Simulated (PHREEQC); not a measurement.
**Arsenic or selenium liquor (model solution)**

Solution (7.6 °C): 0.0017 mol H2SeO4, 0.093 mol NaOH and 0.00022 mol FeCl3 per kg of water. Closed to the air; pH follows from the charge balance.

Computed with PHREEQC (ion-association model, wateq4f.dat).

Each row changes one thing in this solution. Precipitation was switched off in this run.

```csv
case,pH,Fe(OH)3 (mol/kgw),SI of Halite (NaCl),SI of Goethite (FeOOH)
as made,13.46,1.36e-8,-5.97,+6.17
H2SeO4 from 0.0017 to 0.00255 mol/kgw,13.46,1.39e-8,-5.97,+6.18
temperature from 7.6 to 5 °C,13.57,1.20e-8,-5.96,…
NaOH from 0.093 to 0.0186 mol/kgw,12.72,8.38e-8,-6.57,…
NaOH from 0.093 to 0.102 mol/kgw,13.50,1.23e-8,…,…
```

Q: Complete the blanks.

A: 
- temperature from 7.6 to 5 °C, SI of Goethite (FeOOH): +6.20
- NaOH from 0.093 to 0.0186 mol/kgw, SI of Goethite (FeOOH): +6.95
- NaOH from 0.093 to 0.102 mol/kgw, SI of Halite (NaCl): -5.93
- NaOH from 0.093 to 0.102 mol/kgw, SI of Goethite (FeOOH): +6.13

Species that the database lacks are ignored. Some of these states are supersaturated (in Hematite (slow to form), Goethite (slow to form), for instance). At this temperature some constants are extrapolated from 25 °C, and those without enthalpy data are left unchanged.
